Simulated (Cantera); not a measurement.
Charge: 1 mol AlN, 0.19 mol H2O, 0.096 mol O2, 0.23 mol Cl2, held at 627 °C and 41.0 mbar.

Equilibrium computed with Cantera from the NASA thermochemical tables; the gas is ideal and each condensed phase is pure. Candidate condensed phases: Al, AlCl3, AlN, Al2O3, H2O, NH4Cl; 45 gas species. Condensed phases not in the tables: AlOCl. Rates play no part.

Base state: N2 0.351, H2 0.281, AlCl3 0.234, HCl 0.133, Al2Cl6 0.00105 (mole fractions); condensed: AlN(s) + Al2O3(s).

What changes in the equilibrium state with this change: H2O from 0.19 to 0.036 mol?


```
species         before    after
-------------  -------  -------
N2               0.351    0.434
AlCl3            0.234    0.416
HCl              0.133   0.0807
H2               0.281   0.0653
Al2Cl6         0.00105  0.00333
AlN(s), mol      0.616    0.704
Al2O3(s), mol    0.127   0.0760
```
